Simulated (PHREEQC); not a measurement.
Make-up at 20 °C: 130 mmol/kgw ZnSO4, 0.4 mmol/kgw H3BO3 and 27 mmol/kgw FeSO4. Closed to the air; pH follows from the charge balance.

Equilibrium calculation in PHREEQC: ion-association model, phreeqc.dat.

Each row changes one thing in this solution. Precipitation was switched off in this run.

| case | pH | ionic strength (mol/kgw) | Zn+2 (mol/kgw) | SO4-2 (mol/kgw) | ZnSO4 (mol/kgw) | Zn(SO4)2-2 (mol/kgw) | SI of Melanterite (FeSO4:7H2O) | SI of Zn(OH)2(e) (Zn(OH)2) |
|---|---|---|---|---|---|---|---|---|
| as made | 5.62 | 0.313 | 0.0616 | 0.0572 | 0.0473 | 0.0211 | -1.90 | -2.07 |
| H3BO3 left out | 5.62 | 0.313 | 0.0616 | 0.0572 | 0.0473 | 0.0211 | -1.90 | -2.06 |
| ZnSO4 from 0.13 to 0.195 mol/kgw | 5.58 | 0.432 | 0.0914 | 0.0727 | 0.0683 | 0.0354 | -1.90 | -2.03 |
| diluted 5-fold with water | 5.75 | ___ | 0.0149 | 0.0171 | 0.00968 | 0.00143 | -2.68 | -2.21 |
| ZnSO4 from 0.13 to 0.013 mol/kgw | 5.84 | 0.0965 | ___ | 0.0231 | 0.00510 | 0.00102 | -1.94 | -2.40 |
| H3BO3 from 0.0004 to 8e-05 mol/kgw | 5.62 | 0.313 | 0.0616 | 0.0572 | 0.0473 | 0.0211 | -1.90 | -2.06 |
| 0.21 mol/kgw HCl added | 1.01 | 0.498 | 0.0889 | 0.0325 | 0.0262 | 0.00575 | -2.29 | -11.20 |
| FeSO4 from 0.027 to 0.0054 mol/kgw | 5.59 | 0.270 | 0.0640 | 0.0489 | 0.0474 | 0.0186 | -2.62 | -2.08 |

Complete the blanks.


- diluted 5-fold with water, ionic strength (mol/kgw): 0.0740
- ZnSO4 from 0.13 to 0.013 mol/kgw, Zn+2 (mol/kgw): 0.00688
